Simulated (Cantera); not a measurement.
## Pyrogenic steam for wet oxidation

An isothermal, constant-pressure homogeneous reactor starts with 3.58 % H₂, 6.89 % O₂, 89.5 % N₂, equivalence ratio 0.26, at 875 K and 128 Torr.

Cantera simulation using GRI-Mech 3.0 (53 species, 325 reactions); the numbers are that mechanism's predictions, not measurements. Below about 950 K walls govern HO2 and H2O2 in real vessels. The temperature is held fixed by assumption; the heat of reaction is taken as removed at once.

```json
[
 {"t (s)": "7.00e-5", "x H₂": "0.0358", "x O₂": "0.0689", "x H": "<1e-12", "x OH": "<1e-12", "x NO": "<1e-12", "x H₂O₂": "<1e-12"},
 {"t (s)": "0.000195", "x H₂": "0.0358", "x O₂": "0.0689", "x H": "1.10e-12", "x OH": "<1e-12", "x NO": "<1e-12", "x H₂O₂": "<1e-12"},
 {"t (s)": "0.000545", "x H₂": "0.0358", "x O₂": "0.0689", "x H": "3.92e-12", "x OH": "<1e-12", "x NO": "<1e-12", "x H₂O₂": "<1e-12"},
 {"t (s)": "0.00152", "x H₂": "0.0358", "x O₂": "0.0689", "x H": "3.23e-11", "x OH": "2.04e-12", "x NO": "<1e-12", "x H₂O₂": "<1e-12"},
 {"t (s)": "0.00424", "x H₂": "0.0358", "x O₂": "0.0689", "x H": "4.35e-9", "x OH": "2.78e-10", "x NO": "<1e-12", "x H₂O₂": "2.51e-12"},
 {"t (s)": "0.0118", "x H₂": "0.0219", "x O₂": "0.0624", "x H": "0.00210", "x OH": "0.000224", "x NO": "1.29e-8", "x H₂O₂": "3.21e-7"},
 {"t (s)": "0.0330", "x H₂": "0.00175", "x O₂": "0.0527", "x H": "1.22e-5", "x OH": "1.45e-5", "x NO": "4.17e-8", "x H₂O₂": "5.77e-7"},
 {"t (s)": "0.0921", "x H₂": "0.000780", "x O₂": "0.0523", "x H": "1.26e-6", "x OH": "3.40e-6", "x NO": "3.93e-8", "x H₂O₂": "1.10e-6"},
 {"t (s)": "0.257", "x H₂": "0.000435", "x O₂": "0.0521", "x H": "1.89e-7", "x OH": "9.18e-7", "x NO": "3.22e-8", "x H₂O₂": "1.87e-6"},
 {"t (s)": "0.717", "x H₂": "0.000266", "x O₂": "0.0520", "x H": "4.30e-8", "x OH": "3.39e-7", "x NO": "2.22e-8", "x H₂O₂": "2.54e-6"},
 {"t (s)": "2.00", "x H₂": "0.000138", "x O₂": "0.0520", "x H": "1.32e-8", "x OH": "1.99e-7", "x NO": "1.56e-8", "x H₂O₂": "1.87e-6"}
]
```
x: mole fraction; the columns are a selection and need not sum to one.

Equilibrium at this temperature and pressure: H₂ <1e-12, O₂ 0.0519, H <1e-12, OH 4.69e-9, NO 3.50e-6, H₂O₂ 1.55e-12 (gas phase only).
